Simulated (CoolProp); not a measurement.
Vapour-liquid equilibrium of diethyl ether (1) + benzene (2) at 358.5 K; x and y are mole fractions of (1).

Computed with CoolProp (multi-fluid Helmholtz-energy mixture model, Thol 2014 and Thol 2012; pair parameters Bell 2016).

### Question
Give the bubble pressure and the first vapour's composition at x = 0.25, 0.45, 0.65. Is there an azeotrope?

### Answer
x = 0.25: 2.007 bar, y = 0.540; x = 0.45: 2.670 bar, y = 0.739; x = 0.65: 3.352 bar, y = 0.863. No azeotrope shows between x = 0.05 and 0.95.

Pair parameters are fitted to limited data, so mixtures are less certain than the pure fluids.
